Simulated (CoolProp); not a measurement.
Carbon dioxide at 427.33 K and 1.19 MPa is throttled through a valve to 0.662 MPa with no heat exchange. Each further row changes one setting.

Computed with CoolProp (reference Helmholtz-energy equation of state, Span 1996).

```csv
case,temperature change (K),final density (kg/m³)
as stated,…,8.33
outlet pressure 0.199 MPa,…,…
outlet pressure 0.861 MPa,-1.5,10.8
```

### Question
Some entries are withheld; supply them.

### Answer

- as stated, temperature change (K): -2.4
- outlet pressure 0.199 MPa, temperature change (K): -4.5
- outlet pressure 0.199 MPa, final density (kg/m³): 2.50
